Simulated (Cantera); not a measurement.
An isothermal, constant-pressure homogeneous reactor starts with CH4 : H2O : H2 = 1 : 1.6 : 0.14 (molar parts), at 1698 K and 1.58 atm. Integrator tolerance rtol = 1e-08.

Cantera simulation using GRI-Mech 3.0 (53 species, 325 reactions); the numbers are that mechanism's predictions, not measurements.

```csv
quantity,before,after
x(CH4) at 4.00 s,0.00597 (gas-phase equilibrium 7.09e-7),0.333 (gas-phase equilibrium 9.96e-5)
x(H2O) at 4.00 s,0.127 (gas-phase equilibrium 0.116),0.572 (gas-phase equilibrium 0.109)
x(H2) at 4.00 s,0.660 (gas-phase equilibrium 0.673),0.0827 (gas-phase equilibrium 0.680)
x(O2) at 4.00 s,8.83e-12 (gas-phase equilibrium 7.34e-12),<1e-12 (gas-phase equilibrium <1e-12)
x(C2H4) at 4.00 s,9.48e-5 (gas-phase equilibrium 2.05e-12),0.00427 (gas-phase equilibrium 3.64e-10)
x(HCO) at 4.00 s,2.32e-8 (gas-phase equilibrium 2.42e-8),1.50e-12 (gas-phase equilibrium 9.05e-10)
x(CH2CO) at 4.00 s,4.68e-7 (gas-phase equilibrium 1.62e-11),2.97e-6 (gas-phase equilibrium 8.39e-11)
```

Question: What was changed between the two runs?
(A) temperature 1698 to 1448 K
(B) CH4 1 to 1.3 parts
(C) temperature 1698 to 1575 K
(D) temperature 1698 to 1300 K

Answer: D, temperature 1698 to 1300 K
